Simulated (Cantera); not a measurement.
# Ammonia decomposition in nitride growth gas

An isothermal, constant-pressure homogeneous reactor starts with NH3 : H2 = 1 : 22 (molar parts), at 1925 K and 21.8 Torr.

Computed with Cantera and the gas-phase N/H chemistry of the illustrative SiF4/NH3 mechanism in the Surface Chemkin manual (1991). Walls and surfaces, which speed up NH3 decomposition in real reactors, are not modelled.

```csv
t (s),x NH3,x H2,x N,x NH2,x N2H2,x NH
1.00e-6,0.0435,0.957,<1e-12,5.28e-9,<1e-12,<1e-12
4.06e-6,0.0435,0.957,<1e-12,1.75e-8,<1e-12,<1e-12
1.65e-5,0.0435,0.957,<1e-12,4.38e-8,<1e-12,<1e-12
6.69e-5,0.0435,0.957,<1e-12,1.21e-7,<1e-12,2.98e-12
0.000271,0.0435,0.957,<1e-12,4.32e-7,<1e-12,5.18e-11
0.00110,0.0435,0.957,1.54e-12,1.70e-6,7.33e-12,8.65e-10
0.00447,0.0435,0.956,1.05e-10,6.82e-6,1.40e-10,1.43e-8
0.0182,0.0434,0.956,6.94e-9,2.75e-5,3.33e-9,2.33e-7
0.0737,0.0432,0.956,3.02e-7,9.66e-5,7.87e-8,2.88e-6
0.299,0.0399,0.957,6.28e-7,0.000117,1.36e-7,4.58e-6
1.21,0.0285,0.963,6.34e-7,9.37e-5,9.32e-8,4.11e-6
4.93,0.00669,0.974,7.32e-7,3.73e-5,2.03e-8,2.79e-6
20.0,4.46e-5,0.974,1.19e-7,7.20e-7,1.32e-11,1.56e-7
```
x: mole fraction; the columns are a selection and need not sum to one.

Equilibrium at this temperature and pressure: NH3 9.15e-8, H2 0.974, N 2.47e-10, NH2 1.48e-9, N2H2 <1e-12, NH 3.23e-10 (gas phase only).
